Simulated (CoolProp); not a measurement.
Vapour-liquid equilibrium of cyclohexane (1) + dimethyl carbonate (2) at 359.7 K; x and y are mole fractions of (1).

Values from CoolProp's multi-fluid Helmholtz-energy mixture model, Zhou 2014 and Zhou 2011; pair parameters Bell 2016.

| x | bubble pressure (bar) | y at the bubble point | dew pressure at overall composition x (bar) | liquid density (mol/L) |
|---|---|---|---|---|
| 0.05 | 1.065 | 0.188 | 0.9421 | 10.69 |
| 0.2 | 1.349 | 0.429 | 1.078 | 10.19 |
| 0.35 | 1.464 | 0.522 | 1.248 | 9.750 |
| 0.5 | 1.507 | 0.575 | 1.439 | 9.367 |
| 0.65 | 1.514 | 0.624 | 1.506 | 9.040 |
| 0.8 | 1.476 | 0.699 | 1.388 | 8.767 |
| 0.95 | 1.316 | 0.876 | 1.248 | 8.543 |

y crosses x between x = 0.5 and 0.65: the model has an azeotrope there.

Pair parameters are fitted to limited data, so mixtures are less certain than the pure fluids.
